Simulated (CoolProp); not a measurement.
Vapour-liquid equilibrium of carbon dioxide (1) + R142b (2) at 256.1 K; x and y are mole fractions of (1).

Computed with CoolProp (multi-fluid Helmholtz-energy mixture model, Span 1996 and Lemmon 2006; pair parameters Bell 2016).

Question: Give the bubble pressure and the first vapour's composition at x = 0.05, 0.25, 0.65. Is there an azeotrope?

Answer: x = 0.05: 154.0 kPa, y = 0.540; x = 0.25: 544.8 kPa, y = 0.887; x = 0.65: 1377 kPa, y = 0.972. No azeotrope shows between x = 0.05 and 0.95.

The pair parameters rest on a limited set of measurements; away from them the model extrapolates.
